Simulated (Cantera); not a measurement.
# Low-pressure radical oxidation in H2/O2

An isothermal, constant-pressure homogeneous reactor starts with 8.51 % H2, 91.5 % O2, equivalence ratio 0.046, at 975 K and 0.0263 atm.

Detailed kinetics in Cantera: GRI-Mech 3.0 (53 species, 325 reactions). Radical loss at walls, strong at low pressure, is not modelled. The temperature is held fixed by assumption; the heat of reaction is taken as removed at once.

```tsv
t (s)	x H2	x O2	x H	x HO2	x H2O2	x O	x H2O
3.00e-6	0.0851	0.915	2.21e-12	2.25e-12	<1e-12	<1e-12	<1e-12
8.77e-6	0.0851	0.915	6.26e-12	6.58e-12	<1e-12	<1e-12	<1e-12
2.56e-5	0.0851	0.915	1.72e-11	1.93e-11	<1e-12	2.60e-12	<1e-12
7.50e-5	0.0851	0.915	4.81e-11	5.69e-11	<1e-12	1.93e-11	1.20e-11
0.000219	0.0851	0.915	1.97e-10	1.72e-10	<1e-12	1.57e-10	1.98e-10
0.000641	0.0851	0.915	4.06e-9	7.27e-10	<1e-12	4.04e-9	7.86e-9
0.00187	0.0850	0.915	1.84e-5	1.11e-6	2.55e-10	1.86e-5	3.82e-5
0.00548	0.00301	0.897	0.00746	2.08e-5	5.83e-7	0.0106	0.0799
0.0160	0.000256	0.910	0.000130	8.92e-6	3.46e-7	0.00103	0.0883
0.0468	3.18e-5	0.911	4.18e-6	2.40e-6	1.97e-7	0.000110	0.0888
0.137	4.03e-6	0.911	2.13e-7	5.17e-7	9.09e-8	1.49e-5	0.0888
0.400	4.48e-7	0.911	1.60e-8	1.10e-7	3.66e-8	2.65e-6	0.0889
1.17	5.37e-8	0.911	1.71e-9	2.69e-8	1.41e-8	5.99e-7	0.0889
3.42	1.05e-8	0.911	2.36e-10	7.58e-9	5.41e-9	1.61e-7	0.0889
10.0	2.78e-9	0.911	3.81e-11	2.38e-9	2.05e-9	4.78e-8	0.0889
```
x: mole fraction; the columns are a selection and need not sum to one.

Equilibrium at this temperature and pressure: H2 2.34e-11, O2 0.911, H <1e-12, HO2 7.08e-10, H2O2 2.81e-11, O 4.24e-10, H2O 0.0889 (gas phase only).
